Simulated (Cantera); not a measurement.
Feed: 1 mol SiHCl3, 0.16 mol HCl, 55 mol N2, held at 1002 °C.

Cantera equilibrium calculation (NASA polynomials, part measured and part estimated; ideal gas, pure solids and liquids). Candidate condensed phases: NH4Cl, Si, Si3N4; 28 gas species. N2 is the only nitrogen source here; it is nearly inert below about 1500 K, so the nitride shown seldom forms there in practice. The numbers say what is thermodynamically allowed, not how fast it happens.

Q: What share of the Si ends up in condensed phases as a function of P (Pa), at 100, 230, 540, 1300, 2900, 6800, 16000, 37000, 86000, 200000?

A: 
```
P (Pa)  Si condensed (%)        as
------  ----------------  --------
100                 27.7  Si3N4(s)
230                 35.5  Si3N4(s)
540                 40.7  Si3N4(s)
1300                43.7  Si3N4(s)
2900                45.1  Si3N4(s)
6800                45.9  Si3N4(s)
16000               46.2  Si3N4(s)
37000               46.3  Si3N4(s)
86000               46.1  Si3N4(s)
200000              45.9  Si3N4(s)
```
